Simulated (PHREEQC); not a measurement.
Make-up at 25 °C: 5 mmol/kgw HF, 0.034 mmol/kgw NaF and 0.32 mmol/kgw H2SO4. Closed to the air; pH follows from the charge balance.

Model: ion-association model, phreeqc.dat, run in PHREEQC.

Each row changes one thing in this solution. This is a speciation only: nothing precipitates in the calculation.

```json
[
 {"case": "as made", "pH": "2.73", "ionic strength (mol/kgw)": "0.00226", "HF (mol/kgw)": "0.00363", "F- (mol/kgw)": "0.00137", "SO4-2 (mol/kgw)": "0.000277"},
 {"case": "0.0037 mol/kgw Ca(OH)2 added", "pH": "11.18", "ionic strength (mol/kgw)": "0.0111", "HF (mol/kgw)": "4.50e-11", "F- (mol/kgw)": "0.00503", "SO4-2 (mol/kgw)": "0.000251"},
 {"case": "NaF from 3.4e-05 to 5.1e-05 mol/kgw", "pH": "2.73", "ionic strength (mol/kgw)": "0.00227", "HF (mol/kgw)": "0.00363", "F- (mol/kgw)": "0.00138", "SO4-2 (mol/kgw)": "0.000277"},
 {"case": "HF replaced by LiF at the same molality", "pH": "4.06", "ionic strength (mol/kgw)": "0.00543", "HF (mol/kgw)": "0.000536", "F- (mol/kgw)": "0.00448", "SO4-2 (mol/kgw)": "0.000313"},
 {"case": "7.7e-05 mol/kgw HNO3 added", "pH": "2.72", "ionic strength (mol/kgw)": "0.00231", "HF (mol/kgw)": "0.00365", "F- (mol/kgw)": "0.00135", "SO4-2 (mol/kgw)": "0.000276"},
 {"case": "diluted 5-fold with water", "pH": "3.20", "ionic strength (mol/kgw)": "0.000712", "HF (mol/kgw)": "0.000479", "F- (mol/kgw)": "0.000526", "SO4-2 (mol/kgw)": "6.06e-5"},
 {"case": "diluted 100-fold with water", "pH": "4.28", "ionic strength (mol/kgw)": "5.63e-5", "HF (mol/kgw)": "3.63e-6", "F- (mol/kgw)": "4.67e-5", "SO4-2 (mol/kgw)": "3.18e-6"}
]
```

Complexes and solids missing from the database can't appear. Some of these states are supersaturated (in Fluorite, for instance).
